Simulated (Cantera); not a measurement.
Mixture: 9.27 % CH₄, 0.463 % H₂, 19.0 % O₂, 71.3 % N₂, equivalence ratio 0.99, at 1.00 bar, adiabatic and at constant pressure. Ignition delay is the time to a rise of 400 K.

Computed with Cantera and GRI-Mech 3.0 (53 species, 325 reactions).

### Question
Predict: delay at 1150 K; delay at 1300 K; delay at 1450 K; delay at 1600 K; apparent activation energy between 1525 and 1675 K.

### Answer
```
Item                                                     Value
--------------------------------------------------  ----------
delay at 1150 K                                        49.8 ms
delay at 1300 K                                        7.68 ms
delay at 1450 K                                        1.48 ms
delay at 1600 K                                       0.388 ms
apparent activation energy between 1525 and 1675 K  170 kJ/mol
```
